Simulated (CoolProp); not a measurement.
n-butane at several states: fugacity coefficient from the reference equation and from simpler models built on Tc = 152.0 °C, pc = 3796 kPa, ω = 0.201; each cubic takes its own stable root.

Values from CoolProp's reference Helmholtz-energy equation of state, Bücker 2006.

| T (°C) | p (kPa) | phase | reference |
|---|---|---|---|
| -48.45 | 15.3 | liquid | 0.6737 |
| -37.35 | 462 | liquid | 0.04225 |
| -35.45 | 127 | liquid | 0.1670 |
| 179.45 | 4780 | supercritical | 0.6671 |
| -13.25 | 148 | liquid | 0.4004 |
| 188.65 | 12000 | supercritical | 0.4090 |

Problem. How far does each simpler model (van der Waals, Redlich-Kwong, Soave-Redlich-Kwong, Peng-Robinson) lie from the reference over these 6 states: mean and median of the absolute difference, and the worst?

Solution. 
- van der Waals: mean 263.5 %, median 94.2 %, worst +910.2 % at -37.35 °C and 462 kPa
- Redlich-Kwong: mean 39.4 %, median 50.9 %, worst +67.1 % at -37.35 °C and 462 kPa
- Soave-Redlich-Kwong: mean 2.5 %, median 2.3 %, worst +5.4 % at 188.65 °C and 12000 kPa
- Peng-Robinson: mean 1.8 %, median 1.6 %, worst -3.3 % at 179.45 °C and 4780 kPa

At some of these states van der Waals, Redlich-Kwong gives the other phase, because its saturation line lies elsewhere.
